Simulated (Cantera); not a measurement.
A closed system holds: 1 mol MgO, 1.2 mol SO3, 2.6 mol O2, held at 33.0 Torr.

Method: chemical equilibrium by Gibbs-energy minimisation in Cantera with the NASA 1993 tables (ideal gas, pure condensed phases). Candidate condensed phases: Mg, MgO, MgS, MgSO4, S; 14 gas species. The numbers say what is thermodynamically allowed, not how fast it happens.

### Question
At 1198 K, list the 3 most abundant gas species with their mole fractions, and the condensed phases.

### Answer
O2 0.726, SO2 0.262, SO3 0.0122. Condensed: MgO(s).
